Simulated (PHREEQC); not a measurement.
Solution (70 °C): 0.045 mol/kgw NH4HSO4. Closed to the air; pH follows from the charge balance.

All values are PHREEQC results (ion-association model, phreeqc.dat), not measurements.

**Question.** The ionic strength comes out as 0.0729 mol/kgw. What activity coefficients do SO4-2, NH4SO4-, NH4+, HSO4-, H+ get?

**Answer.** SO4-2 0.38, NH4SO4- 0.78, NH4+ 0.75, HSO4- 0.78, H+ 0.83.

No solid was allowed to form. At this temperature some constants are extrapolated from 25 °C, and those without enthalpy data are left unchanged.
